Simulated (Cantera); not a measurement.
A jet of H2 : O2 : N2 = 0.017 : 0.18 : 0.79 (molar parts), equivalence ratio 0.047 at 300 K and 0.0710 bar hits a platinum plate 7.6 cm away at a mass flux of 0.07 kg/m²/s; the plate temperature is set and raised in steps from an oxygen-covered start.

Computed with Cantera and Deutschmann's 1995 Pt surface mechanism with GRI-Mech 3.0 gas chemistry. Catalytic surfaces can have several steady states; this one follows from the mechanism file's or the stated starting coverage.

x: mole fraction at the wall; θ: surface coverage.

```
plate T (K)   wall x H2  wall x O2  wall x H2O  wall x OH  θ free Pt   θ O*    θ OH*
-----------  ----------  ---------  ----------  ---------  ---------  -----  -------
500             0.00308      0.167      0.0279      <1e-8     0.0270  0.964  0.00937
550             0.00307      0.167      0.0277      <1e-8     0.0286  0.966  0.00535
600             0.00305      0.167      0.0275      <1e-8     0.0301  0.967  0.00333
650             0.00299      0.167      0.0274      <1e-8     0.0321  0.966  0.00224
700          (withheld)      0.167      0.0278      <1e-8     0.0379  0.960  0.00169
750          (withheld)      0.166      0.0289      <1e-8     0.0550  0.944  0.00149
800          (withheld)      0.166      0.0300      <1e-8     0.0881  0.911  0.00141
850          (withheld)      0.165      0.0307    1.42e-8      0.135  0.864  0.00133
```

Problem. What belongs in the gaps?

Solution. 
- 700, wall x H2: 0.00269
- 750, wall x H2: 0.00202
- 800, wall x H2: 0.00136
- 850, wall x H2: 0.000937
